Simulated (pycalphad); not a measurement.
# Effect of Fe content in Ti-Fe-Si

CALPHAD calculation (pycalphad, COST 507 light-alloy database (1999)), 1 atm. The database dates from 1999; later assessments differ in places, in temperatures and in the compounds included. Not assessed as a whole: an extrapolation from subsystems, which can miss ternary compounds. Amounts are mole fractions of atoms.

Problem. One of these alloys has its liquidus at 1481 K, its solidus at 1358 K, and holds BCC_A2 0.67, SITI3 0.20, FETI 0.13 at 890 K. Which?
A) Ti-17.62Fe-3.225Si (wt.%)
B) Ti-6.716Fe-3.276Si (wt.%)
C) Ti-8.922Fe-3.266Si (wt.%)

Solution. A, Ti-17.62Fe-3.225Si (wt.%). The others: Ti-6.716Fe-3.276Si (wt.%), liquidus 1716, solidus 1503; Ti-8.922Fe-3.266Si (wt.%), liquidus 1669, solidus 1470

Database names, with the compositions (at.%) that they take in these runs: SITI3: Ti 75 Si 25; FETI: Ti 50 Fe 50. BCC_A2 is bcc.
